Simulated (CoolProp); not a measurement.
Vapour-liquid equilibrium of carbon dioxide (1) + C2F6 (R116) (2) at 223.2 K; x and y are mole fractions of (1).

Computed with CoolProp (multi-fluid Helmholtz-energy mixture model, Span 1996 and Lemmon 2006; pair parameters Bell 2016).

```csv
x,bubble pressure (MPa),y at the bubble point,dew pressure at overall composition x (MPa),liquid density (mol/L)
0.05,0.4275,[?],0.3870,[?]
0.2,[?],0.457,0.4443,12.07
0.35,0.7010,0.599,0.5194,13.39
0.5,0.7610,0.673,0.6198,[?]
0.65,0.7852,0.719,0.7438,17.28
0.8,0.7877,[?],0.7791,[?]
0.95,0.7382,0.893,[?],[?]
```

Some entries are withheld; supply them.


- 0.05, y at the bubble point: 0.160
- 0.05, liquid density (mol/L): 10.98
- 0.2, bubble pressure (MPa): 0.5877
- 0.5, liquid density (mol/L): 15.06
- 0.8, y at the bubble point: 0.767
- 0.8, liquid density (mol/L): 20.30
- 0.95, dew pressure at overall composition x (MPa): 0.7091
- 0.95, liquid density (mol/L): 24.49

y crosses x between x = 0.65 and 0.8: the model has an azeotrope there.

The pair parameters rest on a limited set of measurements; away from them the model extrapolates.
